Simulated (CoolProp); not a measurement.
C2F6 (R116) along the isotherm 425 K: fugacity coefficient from the reference equation and from simpler models built on Tc = 293.0 K, pc = 30.48 bar, ω = 0.257; each cubic takes its own stable root.

Computed with CoolProp (reference Helmholtz-energy equation of state, Lemmon 2006). It is a short technical equation, of lower accuracy than the large ones.

```csv
p (bar),phase,reference
0.482,gas,0.9987
0.857,gas,0.9977
1.52,gas,0.9959
2.71,gas,0.9927
4.82,gas,0.9870
8.57,gas,0.9771
15.2,gas,0.9601
27.1,gas,0.9308
48.2,supercritical,0.8833
85.7,supercritical,0.8140
152,supercritical,0.7417
```

How far does each simpler model (van der Waals, Redlich-Kwong, Soave-Redlich-Kwong, Peng-Robinson) lie from the reference over these 11 states: mean and median of the absolute difference, and the worst?


- van der Waals: mean 3.5 %, median 0.9 %, worst -14.9 % at 425 K and 152 bar
- Redlich-Kwong: mean 2.4 %, median 0.7 %, worst -10.1 % at 425 K and 152 bar
- Soave-Redlich-Kwong: mean 0.9 %, median 0.2 %, worst +5.0 % at 425 K and 152 bar
- Peng-Robinson: mean 1.1 %, median 0.5 %, worst -3.3 % at 425 K and 152 bar
